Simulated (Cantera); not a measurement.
## Hydrocarbon pyrolysis for carbon deposition

An isothermal, constant-pressure homogeneous reactor starts with C2H6 : N2 = 1 : 1 (molar parts), at 1225 K and 100.0 Torr.

Model: GRI-Mech 3.0 (53 species, 325 reactions), integrated in Cantera. GRI-Mech 3.0 stops at C3 and has no aromatics, soot or wall deposition, so with more carbon than oxygen in the feed, carbon stays in small species such as C2H2 where larger ones or solid carbon would form.

```
t (s)       x C2H6     x CH4     x CH3     x HCN    x C2H4      x H2    x C2H2
--------  --------  --------  --------  --------  --------  --------  --------
2.00e-5      0.500   2.70e-6   1.99e-5    <1e-12   6.82e-7   6.55e-7    <1e-12
5.22e-5      0.500   1.61e-5   4.26e-5    <1e-12   1.09e-5   1.07e-5  1.92e-11
0.000136     0.500   8.10e-5   7.13e-5    <1e-12  0.000150  0.000148   3.32e-9
0.000356     0.497  0.000332  0.000105    <1e-12   0.00150   0.00146   3.48e-7
0.000928     0.485   0.00141  0.000174  5.68e-12   0.00911   0.00872   1.44e-5
0.00242      0.446   0.00499  0.000184  1.20e-11    0.0327    0.0311  0.000191
0.00632      0.360    0.0138  0.000168  1.66e-11    0.0851    0.0817   0.00126
0.0165       0.208    0.0323  0.000133  1.96e-11     0.174     0.170   0.00560
0.0431      0.0534    0.0576   7.39e-5  2.12e-11     0.252     0.262    0.0189
0.112      0.00542    0.0667   2.42e-5  2.17e-11     0.250     0.303    0.0432
0.294      0.00122    0.0672   1.15e-5  2.15e-11     0.220     0.322    0.0677
0.766     0.000859    0.0672   9.90e-6  2.11e-11     0.175     0.344     0.101
2.00      0.000617    0.0682   8.99e-6  2.07e-11     0.116     0.373     0.145
```
x: mole fraction; the columns are a selection and need not sum to one.

Equilibrium at this temperature and pressure: C2H6 0.000155, CH4 0.214, CH3 6.86e-6, HCN 0.0705, C2H4 0.0385, H2 0.266, C2H2 0.132 (gas phase only).
